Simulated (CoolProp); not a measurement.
The fluid at 293.15 K and 0.553 MPa flows at 22 m/s in a round tube of 100 mm bore and 45 µm roughness, fully developed (64/Re and Nu = 3.66 if laminar; Colebrook and Gnielinski if turbulent). The same conditions are run with several fluids, on thermodynamics alone (safety and materials aside).

Model: reference Helmholtz-energy equation of state of each fluid (CH2F2 (R32): Tillner-Roth 1997; CF4 (R14): Platzer 1990; oxygen: Schmidt 1985; carbon dioxide: Span 1996; normal hydrogen: Leachman 2009), in CoolProp. The equations of Platzer and Polt are older, rougher fits.

```csv
fluid,Reynolds number,Darcy friction factor,pressure drop (Pa/m),heat-transfer coefficient (W/(m² K)),mass flow (kg/h)
CH2F2 (R32),2130000,0.0166,512,582,7940
CF4 (R14),2610000,0.0165,816,717,12700
oxygen,787000,0.0170,300,356,4530
carbon dioxide,1540000,0.0167,415,455,6400
normal hydrogen,114000,0.0198,21.8,409,284
```

Transport values come from each fluid's own correlations; those of CH2F2 (R32), CF4 (R14) are estimates that may be off by 10 % or more.
